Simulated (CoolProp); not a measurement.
Properties of methanol along the isotherm 485 K.

Model: reference Helmholtz-energy equation of state, de Reuck 1993, in CoolProp.

```csv
p (MPa),phase,cv (kJ/(kg K)),Joule-Thomson coefficient (K/MPa),fugacity coefficient
3.73,gas,2.959,14.53,0.8042
7.47,liquid,?,?,0.5067
11.2,liquid,3.219,0.3875,0.3567
14.9,liquid,3.176,0.2634,0.2822
18.7,liquid,3.145,0.1805,0.2368
22.4,liquid,?,0.1227,0.2076
26.1,liquid,3.103,0.07869,?
29.9,liquid,3.087,?,0.1714
33.6,liquid,3.073,0.01465,0.1598
37.3,liquid,3.060,-0.008895,?
41.1,liquid,3.049,-0.02933,0.1434
```

Task: Some entries are withheld; supply them.

Result: 
- 7.47, cv (kJ/(kg K)): 3.290
- 7.47, Joule-Thomson coefficient (K/MPa): 0.6214
- 22.4, cv (kJ/(kg K)): 3.122
- 26.1, fugacity coefficient: 0.1870
- 29.9, Joule-Thomson coefficient (K/MPa): 0.04294
- 37.3, fugacity coefficient: 0.1507
